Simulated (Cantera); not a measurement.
Input: 1 mol Si, 2.1 mol HF, 0.59 mol N₂, equilibrated at 0.640 bar.

These are equilibrium values from Cantera (NASA tables, ideal gas, pure condensed phases), not measurements of a reactor. Candidate condensed phases: Si, Si₃N₄; 37 gas species. N₂ is the only nitrogen source here; it is nearly inert below about 1500 K, so the nitride shown seldom forms there in practice. The tables' values for SiF₃, SiF₂ are old estimates; treat these amounts as uncertain. The numbers say what is thermodynamically allowed, not how fast it happens.

x: gas mole fraction; n: condensed amount in mol.

```tsv
T (°C)	x H₂	x SiF₄	x N₂	x SiHF₃	n Si₃N₄(s)
775	0.567	0.283	0.148	(withheld)	0.158
800	0.567	0.283	0.148	(withheld)	0.158
825	0.567	0.283	0.148	(withheld)	0.158
850	0.567	0.282	0.148	(withheld)	0.158
875	0.566	0.282	0.148	(withheld)	0.158
900	0.566	0.282	0.148	(withheld)	0.158
925	0.566	0.281	0.148	(withheld)	0.158
950	0.565	0.281	0.148	(withheld)	0.158
975	0.565	0.280	0.148	(withheld)	0.158
1000	0.565	0.280	0.148	(withheld)	0.158
1025	0.564	0.279	0.148	(withheld)	0.158
1050	0.563	0.278	0.148	(withheld)	0.158
1075	0.563	0.277	0.148	(withheld)	0.158
```

### Question
Complete the blanks.

### Answer

- 775, x SiHF₃: 0.000913
- 800, x SiHF₃: 0.00110
- 825, x SiHF₃: 0.00131
- 850, x SiHF₃: 0.00154
- 875, x SiHF₃: 0.00181
- 900, x SiHF₃: 0.00211
- 925, x SiHF₃: 0.00244
- 950, x SiHF₃: 0.00280
- 975, x SiHF₃: 0.00320
- 1000, x SiHF₃: 0.00364
- 1025, x SiHF₃: 0.00411
- 1050, x SiHF₃: 0.00462
- 1075, x SiHF₃: 0.00517
